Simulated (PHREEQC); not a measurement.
0.037 g of hydrous ferric oxide (600 m²/g; 0.2 weak and 0.005 strong sites per Fe, Dzombak-Morel constants, diffuse double layer) in 1 kg of water with 0.005 mol/kgw of an inert sodium salt and 0.0027 mmol/kgw NiCl2, at 25 °C; the pH is set by adding NaOH or the inert anion's acid. Oxygen is held at 0.21 atm. CO2 from the air is kept out. Nothing may precipitate in this run.

All values are PHREEQC results (ion-association model, wateq4f.dat), not measurements.

```
pH    Ni sorbed (%)  surface charge σ (C/m²)  surface potential ψ (mV)
----  -------------  -----------------------  ------------------------
3               0.0                    0.302                       215
3.38            0.0                    0.257                       210
3.75            0.0                    0.212                       201
4.12            0.0                    0.169                       190
4.5             0.0                    0.131                       177
4.88            0.0                    0.099                       163
5.25            0.2                    0.074                       148
5.62            0.7                    0.054                       132
6               3.2                    0.038                       114
6.38           12.7                    0.026                        95
6.75           33.9                    0.017                        76
7.12           60.0                    0.011                        57
7.5            82.6                    0.007                        37
7.88           95.2                    0.003                        16
8.25           99.0                   -0.001                        -4
8.62           99.8                   -0.004                       -25
9             100.0                   -0.009                       -46
```

The oxide is taken as insoluble; below pH 4 it would dissolve.
